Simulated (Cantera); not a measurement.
Cantera run:

```python
import numpy as np
import cantera as ct

gas_names = [...]  # 139 gases of nasa_gas.yaml made of C, H, N, O, Ti
cond_names = """
    C(gr) C6H6(L) C7H8(L) C8H18(L),n-octa H2O(s) H2O(L) Ti(a) Ti(b) Ti(L) TiC(s) TiC(L) TiN(s) TiN(L)
    TiO(a) TiO(b) TiO(L) TiO2(ru) TiO2(L) Ti2O3(a) Ti2O3(b) Ti2O3(L) Ti3O5(a) Ti3O5(b) Ti3O5(L) Ti4O7(s)
    Ti4O7(L)
""".split()


# ... load() reads the species with a 1 bar reference pressure and builds the phases ...
atoms = {
    'TiO2': {'Ti': 1, 'O': 2},
    'CH4': {'C': 1, 'H': 4},
    'N2': {'N': 2},
}
top_T = {'C(gr)': 4500}  # K; cautious upper limits of use, not melting points


# ... equilibrate(T, P, feed) seeds the gas with the atoms and calls Mixture.equilibrate('TP', solver="vcs", rtol=1e-11, max_steps=5000) ...
results = []
T = 1100  # K
P = 10000  # Pa
for m in [0.49, 0.67, 0.85, 1, 1.2, 1.4, 1.6, 1.7, 1.9, 2.1]:
    feed = {'TiO2': 1, 'CH4': m, 'N2': 3.9}  # mol
    mix = equilibrate(T, P, feed)
    results.append((T, P, feed, dict(zip(mix.species_names, mix.species_moles))))

top = {s: max(r[3][s] / sum(r[3][g] for g in gas_names) for r in results) for s in gas_names}
cols = sorted((s for s in top if top[s] > 0.001), key=lambda s: -top[s])[:5]
seen = [c for c in cond_names if any(r[3].get(c, 0) > 1e-12 for r in results)]
print("log10 of partial pressures in bar; condensed amounts in mol")
print(f"{'n(CH4)':>10s}" + "".join(f"{s[:9]:>10s}" for s in cols + seen))
for T, P, feed, n in results:
    ng = sum(n[g] for g in gas_names)
    print(f"{feed['CH4']:10.4g}" + "".join(f"{np.log10(max(n[s] / ng * P / 1e5, 1e-99)):10.3f}" for s in cols)
          + "".join(f"{n.get(c, 0):10.4g}" for c in seen))
```

Result:

```
log10 of partial pressures in bar; condensed amounts in mol
    n(CH4)        N2        H2        CO     C(gr)  TiO2(ru)  Ti4O7(s)
      0.49    -1.113    -1.713    -2.453    0.3109    0.2851    0.1787
      0.67    -1.144    -1.609    -2.453    0.4773    0.2321     0.192
      0.85    -1.173    -1.534    -2.453    0.6435    0.1791    0.2052
         1    -1.195    -1.486    -2.453     0.782    0.1349    0.2163
       1.2    -1.224    -1.436    -2.453    0.9666     0.076     0.231
       1.4    -1.250    -1.396    -2.453     1.151   0.01712    0.2457
       1.6    -1.275    -1.362    -2.470     1.346         0      0.25
       1.7    -1.287    -1.348    -2.482     1.446         0      0.25
       1.9    -1.309    -1.322    -2.504     1.645         0      0.25
       2.1    -1.330    -1.300    -2.525     1.844         0      0.25
```

Cantera equilibrium calculation (NASA polynomials, part measured and part estimated; ideal gas, pure solids and liquids). Mutual solubility and eutectic melting of coexisting phases are not modelled. Condensed phases not in the tables: Magnéli phases beyond Ti4O7.
